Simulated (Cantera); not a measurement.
Ammonia decomposition in nitride growth gas

A perfectly stirred reactor is fed with 45.5 % NH3, 54.5 % H2, at 14.3 Torr; it is held at 1648 K, and followed from long to short residence time.

Model: the gas-phase N/H chemistry of the illustrative SiF4/NH3 mechanism in the Surface Chemkin manual (1991), integrated in Cantera. Walls and surfaces, which speed up NH3 decomposition in real reactors, are not modelled.

| τ (s) | x NH3 | x H2 | x N2 | x N2H2 | x N2H4 |
|---|---|---|---|---|---|
| 6.8 | 0.409 | 0.575 | 0.0156 | 7.16e-7 | 4.96e-9 |
| 2.4 | 0.437 | 0.557 | 0.00581 | 7.73e-7 | 5.33e-9 |
| 0.87 | 0.448 | 0.549 | 0.00202 | 7.54e-7 | 5.21e-9 |
| 0.31 | 0.453 | 0.547 | 0.000592 | 6.32e-7 | 4.46e-9 |
| 0.11 | 0.454 | 0.546 | 0.000108 | 3.40e-7 | 2.57e-9 |
| 0.040 | 0.454 | 0.545 | 7.28e-6 | 6.81e-8 | 5.88e-10 |
| 0.014 | 0.455 | 0.545 | 2.78e-7 | 7.78e-9 | 7.53e-11 |
| 0.0052 | 0.455 | 0.545 | 1.27e-8 | 9.87e-10 | 1.03e-11 |
x: mole fraction; the columns are a selection and need not sum to one.
